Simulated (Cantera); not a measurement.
Input: 1 mol CH₃F, 0.26 mol H₂, equilibrated at 13.3 mbar.

Cantera equilibrium calculation (NASA polynomials, part measured and part estimated; ideal gas, pure solids and liquids). Candidate condensed phases: C, C₆H₆, C₇H₈, C₈H₁₈; 95 gas species. Kinetics and transport are ignored.

x: gas mole fraction; n: condensed amount in mol.

| T (°C) | x H₂ | x H | x HF | x C₃ | x C₂H₂ (acetylene) | x F | x C₂H | n C(graphite) |
|---|---|---|---|---|---|---|---|---|
| 1550 | 0.555 | 0.00280 | 0.442 | 1.72e-11 | 0.000117 | (withheld) | 5.70e-9 | 0.999 |
| 1650 | 0.553 | 0.00606 | 0.441 | 2.89e-10 | 0.000249 | (withheld) | 3.90e-8 | 0.999 |
| 1750 | 0.548 | 0.0122 | 0.440 | 3.64e-9 | 0.000489 | (withheld) | 2.20e-7 | 0.998 |
| 1850 | 0.539 | 0.0228 | 0.437 | 3.59e-8 | 0.000892 | (withheld) | 1.05e-6 | 0.996 |
| 1950 | 0.525 | 0.0402 | 0.434 | 2.87e-7 | 0.00152 | (withheld) | 4.30e-6 | 0.993 |
| 2050 | 0.503 | 0.0669 | 0.428 | 1.91e-6 | 0.00244 | (withheld) | 1.55e-5 | 0.988 |
| 2150 | 0.472 | 0.105 | 0.419 | 1.08e-5 | 0.00365 | (withheld) | 4.95e-5 | 0.982 |
| 2250 | 0.429 | 0.158 | 0.407 | 5.31e-5 | 0.00511 | (withheld) | 0.000142 | 0.973 |
| 2350 | 0.376 | 0.224 | 0.392 | 0.000230 | 0.00667 | (withheld) | 0.000365 | 0.961 |
| 2450 | 0.314 | 0.301 | 0.374 | 0.000893 | 0.00804 | (withheld) | 0.000851 | 0.943 |
| 2550 | 0.248 | 0.382 | 0.353 | 0.00314 | 0.00892 | (withheld) | 0.00180 | 0.907 |
| 2650 | 0.182 | 0.458 | 0.329 | 0.0101 | 0.00902 | (withheld) | 0.00348 | 0.817 |

### Question
Some entries are withheld; supply them.

### Answer

- 1550, x F: 4.16e-7
- 1650, x F: 1.44e-6
- 1750, x F: 4.41e-6
- 1850, x F: 1.22e-5
- 1950, x F: 3.08e-5
- 2050, x F: 7.24e-5
- 2150, x F: 0.000159
- 2250, x F: 0.000332
- 2350, x F: 0.000661
- 2450, x F: 0.00127
- 2550, x F: 0.00239
- 2650, x F: 0.00443
